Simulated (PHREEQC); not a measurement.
Consider water at 15 °C with 0.016 mol HF and 0.00021 mol KF per kg of water. Closed to the air; pH follows from the charge balance.

Computed with PHREEQC (ion-association model, phreeqc.dat).

This is a speciation only: nothing precipitates in the calculation.

Question: What pH does the model give?

Answer: pH 2.50.

Question: In which forms is F present?

Answer: HF 77 %, F- 21 %, HF2- 1.8 % of the F.
